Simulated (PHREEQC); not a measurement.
Make-up at 25 °C: 0.033 mol MnSO4, 0.034 mol CaCl2 and 0.028 mol H2SO4 per kg of water. Closed to the air; pH follows from the charge balance.

Equilibrium calculation in PHREEQC: ion-association model, phreeqc.dat.

| quantity | before | after |
|---|---|---|
| pH | 1.58 | 3.29 |
| ionic strength (mol/kgw) | 0.198 | 0.00298 |
| Mn+2 (mol/kgw) | 0.0230 | 0.000310 |
| SO4-2 (mol/kgw) | 0.0214 | 0.000549 |
| HSO4- (mol/kgw) | 0.0214 | 2.28e-5 |
| MnSO4 (mol/kgw) | 0.00805 | 1.90e-5 |

### Question
Which change was made?
A. MnSO4 from 0.033 to 0.0033 mol/kgw
B. temperature from 25 to 10 °C
C. MnSO4 from 0.033 to 0.0066 mol/kgw
D. CaCl2 left out
E. diluted 100-fold with water

### Answer
E, diluted 100-fold with water

Precipitation was switched off in this run. Some of these states are supersaturated (in Gypsum, for instance).
